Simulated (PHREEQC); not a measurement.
**Alkaline etch or developer (model solution)**

Solution (25 °C): 0.021 mol TMAH and 6.5e-05 mol NaAlO2 per kg of water. Closed to the air; pH follows from the charge balance.

The numbers come from PHREEQC with the ion-association model, phreeqc.dat.

```yaml
pH: 12.25
ionic_strength: 0.0211 mol/kgw
total_alkalinity: 21.3 meq/kg
```

```csv
species,molality,activity,log γ
OH-,0.0210,0.0181,-0.063
(CH3)4N+,0.0210,0.0182,-0.062
Al(OH)4-,6.50e-5,5.65e-5,-0.061
Na+,6.50e-5,5.66e-5,-0.060
```

Precipitation was switched off in this run. Complexes and solids missing from the database can't appear. (CH3)4N+ isn't in the database: it is added as a free cation with an ion size of 4 Å.
